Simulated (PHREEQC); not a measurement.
Na2HPO4 is added in steps, without added water, to 1 kg of water holding 0.002 mol HNO3 and 0.00027 mol CuCl2, at 25 °C. O2 is buffered at 0.21 atm. No CO2 enters from the air. The run lets Cu(OH)2, Atacamite, Cu2(OH)3NO3, Cu3(PO4)2:3H2O, Halite precipitate or redissolve, and no other solid.

Base run: PHREEQC, ion-association model, wateq4f.dat. Each further column changes one thing. The table gives HPO4-2 (mol/kgw).

| Na2HPO4 added (mol) | base | CuCl2 from 0.00027 to 0.000405 mol/kgw | diluted 10-fold with water | no solid may form |
|---|---|---|---|---|
| 0 | 0 | 0 | 0 | 0 |
| 0.000625 | 3.30e-8 | 3.35e-8 | 0.000376 | 3.30e-8 |
| 0.001375 | 1.95e-7 | 1.97e-7 | ? | 1.95e-7 |
| 0.002 | 1.42e-5 | 1.41e-5 | ? | 1.42e-5 |
| 0.002625 | 0.000276 | ? | 0.00235 | 0.000527 |
| 0.003375 | 0.00101 | ? | ? | 0.00115 |
| 0.004 | 0.00162 | 0.00145 | 0.00371 | ? |

Task: Some entries are withheld; supply them.

Result: 
- 0.001375, diluted 10-fold with water: 0.00112
- 0.002, diluted 10-fold with water: 0.00174
- 0.002625, CuCl2 from 0.00027 to 0.000405 mol/kgw: 0.000124
- 0.003375, CuCl2 from 0.00027 to 0.000405 mol/kgw: 0.000831
- 0.003375, diluted 10-fold with water: 0.00309
- 0.004, no solid may form: 0.00170

H3PO4, which wateq4f.dat lacks, is added to it with the constant of phreeqc.dat. The database has no phosphate complexes of Cu. The database's constant for dissolved Cu(OH)2 is higher than later reviews accept. In at least one series the solution becomes supersaturated in solids that the run did not let form, among them Cu(OH)2, Atacamite, Cu2(OH)3NO3, Cu3(PO4)2:3H2O.
